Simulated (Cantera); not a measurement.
A perfectly stirred reactor is fed with CH₄ : N₂ = 1 : 32 (molar parts), at 0.0286 atm; it is held at 1550 K, and followed from long to short residence time.

Computed with Cantera and GRI-Mech 3.0 (53 species, 325 reactions). GRI-Mech 3.0 stops at C3 and has no aromatics, soot or wall deposition, so with more carbon than oxygen in the feed, carbon stays in small species such as C2H2 where larger ones or solid carbon would form. Radical loss at walls, strong at low pressure, is not modelled.

What does this change do: temperature 1550 to 1225 K?


| quantity | before | after |
|---|---|---|
| x(CH₄) at τ = 2.10 s | 0.0165 | 0.0303 |
| x(C₂H) at τ = 2.10 s | 8.52e-9 | <1e-12 |
| x(HCN) at τ = 2.10 s | 1.79e-7 | <1e-12 |
| x(CH₂) at τ = 2.10 s | 6.62e-8 | <1e-12 |
| x(CH₃) at τ = 2.10 s | 0.000168 | 7.92e-7 |
| x(CH₄) at τ = 22.0 ms | 0.0303 | 0.0303 |
| x(C₂H) at τ = 22.0 ms | <1e-12 | <1e-12 |
| x(HCN) at τ = 22.0 ms | <1e-12 | <1e-12 |
| x(CH₂) at τ = 22.0 ms | 1.57e-9 | <1e-12 |
| x(CH₃) at τ = 22.0 ms | 3.30e-5 | 1.24e-8 |
